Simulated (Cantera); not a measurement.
## Cr2O3 + H2 + N2 (hydrogen reduction and annealing atmospheres)

A closed system holds: 1 mol Cr2O3, 0.77 mol H2, a varied amount of N2, held at 1802 °C and 4130 Torr.

Method: chemical equilibrium by Gibbs-energy minimisation in Cantera with the NASA 1993 tables (ideal gas, pure condensed phases). Candidate condensed phases: Cr, CrN, Cr2N, Cr2O3, H2O; 29 gas species. Mutual solubility and eutectic melting of coexisting phases are not modelled. The numbers say what is thermodynamically allowed, not how fast it happens.

From 1.6 mol N2 to 16 mol N2 the condensed part is Cr(s) + Cr2O3(s). From 25 mol N2 to 64 mol N2 the condensed part is Cr2O3(s). The main Cr-bearing gas is Cr throughout.

| n(N2) (mol) | x N2 | x H2 | x H2O | x H | n Cr(s) | n Cr2O3(s) |
|---|---|---|---|---|---|---|
| 1.6 | 0.675 | 0.318 | 0.00621 | 0.000641 | 0.00871 | 0.995 |
| 2.5 | 0.764 | 0.231 | 0.00450 | 0.000545 | 0.00828 | 0.995 |
| 3.9 | 0.835 | 0.161 | 0.00315 | 0.000456 | 0.00763 | 0.995 |
| 6.3 | 0.891 | 0.107 | 0.00208 | 0.000371 | 0.00650 | 0.995 |
| 10 | 0.928 | 0.0699 | 0.00137 | 0.000300 | 0.00476 | 0.995 |
| 16 | 0.954 | 0.0449 | 0.000876 | 0.000241 | 0.00193 | 0.995 |
| 25 | 0.970 | 0.0291 | 0.000620 | 0.000194 | 0 | 0.995 |
| 40 | 0.981 | 0.0183 | 0.000469 | 0.000154 | 0 | 0.994 |
| 64 | 0.988 | 0.0115 | 0.000354 | 0.000122 | 0 | 0.992 |
x: gas mole fraction; n: condensed amount in mol.
